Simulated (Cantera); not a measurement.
# Calcination and drying: Na2CO3 + CO2

Input: 1 mol Na2CO3, 0.089 mol CO2, equilibrated at 1023.15 K and 0.740 bar.

These are equilibrium values from Cantera (NASA tables, ideal gas, pure condensed phases), not measurements of a reactor. Candidate condensed phases: C, Na, NaO2, Na2CO3, Na2O, Na2O2; 16 gas species. Kinetics and transport are ignored.

```
Property                                     Result
--------------------------------------  -----------
x(CO2)                                        1.000
n(Na2CO3(s))                               1.00 mol
gas amount                              0.08900 mol
log10 activity of Na(l) (absent)              -9.75
log10 activity of C(graphite) (absent)       -13.47
```
